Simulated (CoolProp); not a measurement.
Vapour-liquid equilibrium of CHF3 (R23) (1) + C2F6 (R116) (2) at 1.31 MPa; x and y are mole fractions of (1).

The numbers come from the multi-fluid Helmholtz-energy mixture model, Penoncello 2003 and Lemmon 2006; pair parameters Bell 2016 in CoolProp.

Give the bubble temperature and the first vapour's composition at x = 0.15, 0.75, 0.95. Is there an azeotrope?

x = 0.15: -20.6 °C, y = 0.270; x = 0.75: -26.8 °C, y = 0.707; x = 0.95: -23.7 °C, y = 0.915. y crosses x between x = 0.55 and 0.65: the model has an azeotrope there.

The pair parameters rest on a limited set of measurements; away from them the model extrapolates.
